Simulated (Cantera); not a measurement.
Input (Python, Cantera) and output of one run.

```python
import numpy as np
import cantera as ct

gas_names = """
    B BH BH2 BH3 BN BO BO2 B2 B2O B2O2 B2O3 B3O3H3 H HBO HBO2 HNO HNO2 HNO3 HO2 H2 H2O H2O2 H3B3O6 N NH
    NH2 NH3 NH2OH NO NO2 NO3 N2 N2H2 N2H4 N2O O OH O2 O3
""".split()
cond_names = """
    B(b) B(L) BN(s) B2O3(L) B3O3H3(cr) H2O(s) H2O(L)
""".split()


# ... load() reads the species with a 1 bar reference pressure and builds the phases ...
atoms = {
    'B2O3': {'B': 2, 'O': 3},
    'N2': {'N': 2},
    'H2': {'H': 2},
}
top_T = {'BN(s)': 3200}  # K; cautious upper limits of use, not melting points


# ... equilibrate(T, P, feed) seeds the gas with the atoms and calls Mixture.equilibrate('TP', solver="vcs", rtol=1e-11, max_steps=5000) ...
results = []
T = 2223  # K
P = 200  # Pa
for m in [0.48, 1.1, 2.7, 6.4, 15, 36, 85]:
    feed = {'B2O3': 1, 'N2': 36, 'H2': m}  # mol
    mix = equilibrate(T, P, feed)
    results.append((T, P, feed, dict(zip(mix.species_names, mix.species_moles))))

top = {s: max(r[3][s] / sum(r[3][g] for g in gas_names) for r in results) for s in gas_names}
cols = sorted((s for s in top if top[s] > 0.0001), key=lambda s: -top[s])[:9]
seen = [c for c in cond_names if any(r[3].get(c, 0) > 1e-12 for r in results)]
print("log10 of partial pressures in bar; condensed amounts in mol")
print(f"{'n(H2)':>10s}" + "".join(f"{s[:9]:>10s}" for s in cols + seen))
for T, P, feed, n in results:
    ng = sum(n[g] for g in gas_names)
    print(f"{feed['H2']:10.4g}" + "".join(f"{np.log10(max(n[s] / ng * P / 1e5, 1e-99)):10.3f}" for s in cols)
          + "".join(f"{n.get(c, 0):10.4g}" for c in seen))
```

It prints:

```
log10 of partial pressures in bar; condensed amounts in mol
     n(H2)        N2        H2         H        BO      B2O3      HBO2       H2O       HBO       BO2
      0.48    -2.722    -5.158    -4.772    -4.569    -4.565    -4.803    -5.883    -6.031    -5.177
       1.1    -2.731    -4.589    -4.488    -4.506    -4.662    -4.678    -5.536    -5.683    -5.336
       2.7    -2.752    -4.078    -4.232    -4.457    -4.807    -4.616    -5.267    -5.380    -5.530
       6.4    -2.795    -3.669    -4.028    -4.445    -5.005    -4.623    -5.082    -5.162    -5.741
        15    -2.878    -3.339    -3.863    -4.481    -5.296    -4.712    -4.970    -5.033    -5.995
        36    -3.029    -3.086    -3.736    -4.589    -5.742    -4.923    -4.947    -5.015    -6.333
        85    -3.256    -2.926    -3.657    -4.776    -6.362    -5.277    -5.034    -5.122    -6.767
```

Cantera equilibrium calculation (NASA polynomials, part measured and part estimated; ideal gas, pure solids and liquids).
